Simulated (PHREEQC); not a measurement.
1 kg of water holding 0.26 mol Na2CO3 and 0.014 mol NaOH is evaporated at 25 °C; the solids stay in contact with the brine. CO2 from the air is kept out. The run lets Nahcolite, Natron, Trona precipitate or redissolve, and no other solid.

The series has 16 steps of water left (kg), from 1 to 0.01017.

All values are PHREEQC results (Pitzer model, pitzer.dat), not measurements.

Which solids form, in which order, and at which step of the series does each first stand?

Natron from water left = 0.09326 kg (pH 13.25).
